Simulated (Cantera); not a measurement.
Equilibrium for halide evaporation, hydrolysis and transport: LiCl + HF + H2

Feed: 1 mol LiCl, 0.044 mol HF, 0.72 mol H2, at 1275 °C and 6.30 Torr.

Equilibrium computed with Cantera from the NASA thermochemical tables; the gas is ideal and each condensed phase is pure. Candidate condensed phases: Li, LiCl, LiF, LiH; 25 gas species. Equilibrium is a limit: real reactors are often held back by kinetics, nucleation or transport.

The x(LiCl) is 0.545, the x(H2) is 0.409 and the x(HCl) is 0.0169. The x(LiF) is 0.0166. The x(HF) comes out as 0.00819 and the x(Li2Cl2) is 0.00344. The x(H) comes out as 0.000215, the x(Li2F2) is 0.000100 and the x(Li) is 9.39e-5. The gas amount is 1.758 mol. The log10 activity of Li(l) (absent) is -5.88.
